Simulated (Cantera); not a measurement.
Charge: 1 mol Fe₂O₃, 0.3 mol CH₄, 11 mol H₂, at 1800 Pa.

Equilibrium computed with Cantera from the NASA thermochemical tables; the gas is ideal and each condensed phase is pure. Candidate condensed phases: C, C₆H₆, C₇H₈, C₈H₁₈, Fe, Fe(CO)₅, FeO, Fe(OH)₂, Fe(OH)₃, Fe₂O₃, Fe₃O₄, H₂O; 114 gas species. The numbers say what is thermodynamically allowed, not how fast it happens. All values below are at 1923 K.

Base state: H₂ 0.738, H₂O 0.222, CO 0.0233, Fe 0.00823, H 0.00603, CO₂ 0.00163, OH 0.000156, FeO 4.08e-5 (mole fractions); condensed: Fe(l).

Task: What changes in the equilibrium state with this change: pressure from 1800 Pa to 101000 Pa?

Result: 
```csv
species,before,after
H₂,0.738,0.749
H₂O,0.222,0.225
CO,0.0233,0.0235
Fe,0.00823,0.000146
H,0.00603,0.000810
FeO,4.08e-5,7.22e-7
OH,0.000156,2.09e-5
"Fe(l), mol",1.90,2.00
```
